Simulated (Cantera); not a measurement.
**Titanium nitride, carbide and oxide coatings: Ti + H2O + H2**

Charge: 1 mol Ti, 5.8 mol H2O, 500 mol H2, equilibrated at 63.0 Pa.

Method: chemical equilibrium by Gibbs-energy minimisation in Cantera with the NASA 1993 tables (ideal gas, pure condensed phases). Candidate condensed phases: H2O, Ti, TiO, TiO2, Ti2O3, Ti3O5, Ti4O7; 12 gas species. Kinetics and transport are ignored.

| T (K) | x H2 | x H | x H2O | x TiO | x TiO2 | x OH | x O | x Ti | n Ti3O5(s) | n Ti3O5(l) |
|---|---|---|---|---|---|---|---|---|---|---|
| 1948 | 0.948 | 0.0438 | 0.00798 | 6.31e-5 | 4.68e-5 | 3.34e-5 | 1.14e-6 | 1.20e-7 | 0.314 | 0 |
| 1973 | 0.940 | 0.0521 | 0.00796 | 0.000106 | 7.24e-5 | 4.19e-5 | 1.71e-6 | 2.28e-7 | 0.302 | 0 |
| 1998 | 0.930 | 0.0616 | 0.00794 | 0.000174 | 0.000111 | 5.24e-5 | 2.54e-6 | 4.25e-7 | 0.284 | 0 |
| 2023 | 0.919 | 0.0725 | 0.00794 | 0.000283 | 0.000168 | 6.52e-5 | 3.74e-6 | 7.75e-7 | 0.254 | 0 |
| 2048 | 0.906 | 0.0849 | 0.00795 | 0.000453 | 0.000252 | 8.12e-5 | 5.49e-6 | 1.38e-6 | 0.209 | 0 |
| 2073 | 0.892 | 0.0990 | 0.00799 | 0.000687 | 0.000362 | 0.000101 | 8.03e-6 | 2.32e-6 | 0 | 0.147 |
| 2098 | 0.876 | 0.115 | 0.00807 | 0.00102 | 0.000515 | 0.000125 | 1.17e-5 | 3.78e-6 | 0 | 0.0573 |
| 2123 | 0.858 | 0.132 | 0.00808 | 0.00124 | 0.000595 | 0.000154 | 1.69e-5 | 5.05e-6 | 0 | 0 |
x: gas mole fraction; n: condensed amount in mol.

From 1948 K to 2048 K the condensed part is Ti3O5(s). From 2073 K to 2098 K the condensed part is Ti3O5(l). At 2123 K nothing is condensed. The main Ti-bearing gas is TiO throughout. The share of Ti in condensed phases is highest at 1948 K (94.3 %) and lowest at 2123 K (0.0 %).
